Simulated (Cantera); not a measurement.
Mixture: CH4 : O2 : N2 = 1 : 1.67 : 6.27 (molar parts), equivalence ratio 1.2, at 7500 Torr, adiabatic and at constant volume. Ignition delay is the time to a rise of 400 K.

Cantera simulation using GRI-Mech 3.0 (53 species, 325 reactions); the numbers are that mechanism's predictions, not measurements.

Question: What does this change do: 0.12 parts C2H6 added?

Answer: 
```tsv
quantity	before	after
delay at 1025 K	56.9 ms	11.2 ms
delay at 1225 K	3.62 ms	0.619 ms
delay at 1425 K	0.392 ms	92.3 µs
delay at 1625 K	59.7 µs	18.4 µs
delay at 1825 K	12.7 µs	4.83 µs
apparent activation energy between 1625 and 1825 K	190 kJ/mol	160 kJ/mol
```
